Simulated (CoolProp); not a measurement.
Model: reference Helmholtz-energy equation of state, Thol 2018, in CoolProp.

For hydrogen chloride, give the phase and the cp (kJ/(kg K)), isothermal compressibility (1/MPa) at 262.6 K and 23.5 MPa; 393.7 K and 23.5 MPa.


- 262.6 K and 23.5 MPa: liquid; cp 1.67, isothermal compressibility 0.00229
- 393.7 K and 23.5 MPa: supercritical; cp 2.57, isothermal compressibility 0.0430
